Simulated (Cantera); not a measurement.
An adiabatic, constant-pressure homogeneous reactor starts with 21.2 % CH3OH, 15.6 % O2, 58.7 % N2, 4.49 % H2O, equivalence ratio 2.0, at 1800 K and 1000000 Pa.

Model: GRI-Mech 3.0 (53 species, 325 reactions), integrated in Cantera. GRI-Mech 3.0 was tuned for natural gas; its chemistry of methanol as a main component is partial and can be far from experiment.

Q: Predict: time of steepest temperature rise; temperature at 0.200 s; equilibrium temperature; x(O2) at 0.200 s; x(H2O) at 0.200 s; x(H2) at 0.200 s.

A: 
| Item | Result |
|---|---|
| time of steepest temperature rise | 2.15 µs |
| temperature at 0.200 s | 2805 K |
| equilibrium temperature | 2805 K |
| x(O2) at 0.200 s | 0.000185 (gas-phase equilibrium 0.000185) |
| x(H2O) at 0.200 s | 0.237 (gas-phase equilibrium 0.237) |
| x(H2) at 0.200 s | 0.123 (gas-phase equilibrium 0.123) |
